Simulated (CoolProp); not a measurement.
Vapour-liquid equilibrium of dimethyl ether (1) + n-pentane (2) at 273.7 K; x and y are mole fractions of (1).

Computed with CoolProp (multi-fluid Helmholtz-energy mixture model, Wu 2011 and Thol 2019; pair parameters Bell 2016).

Question: Give the bubble pressure and the first vapour's composition at x = 0.05, 0.35, 0.8. Is there an azeotrope?

Answer: x = 0.05: 0.3321 bar, y = 0.282; x = 0.35: 1.288 bar, y = 0.879; x = 0.8: 2.349 bar, y = 0.970. No azeotrope shows between x = 0.05 and 0.95.

The pair parameters rest on a limited set of measurements; away from them the model extrapolates. The gap from Raoult's law changes sign with composition, which may be real or a fault of the pair parameters; it wasn't checked against measurements.
